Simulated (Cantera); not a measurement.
An isothermal, constant-pressure homogeneous reactor starts with NO : N₂ = 1 : 7.1 (molar parts), at 1623 K and 100000 Pa.

Cantera simulation using GRI-Mech 3.0 (53 species, 325 reactions); the numbers are that mechanism's predictions, not measurements.

Problem. Predict: x(NO) at 100 s; x(N₂) at 100 s; x(O) at 100 s; x(NO₂) at 100 s; x(O₂) at 100 s; x(N₂O) at 100 s.

Solution. 
| Item | Result |
|---|---|
| x(NO) at 100 s | 0.0584 (gas-phase equilibrium 0.00126) |
| x(N₂) at 100 s | 0.909 (gas-phase equilibrium 0.938) |
| x(O) at 100 s | 3.48e-6 (gas-phase equilibrium 4.73e-6) |
| x(NO₂) at 100 s | 8.72e-5 (gas-phase equilibrium 2.57e-6) |
| x(O₂) at 100 s | 0.0325 (gas-phase equilibrium 0.0611) |
| x(N₂O) at 100 s | 1.31e-6 (gas-phase equilibrium 8.17e-8) |
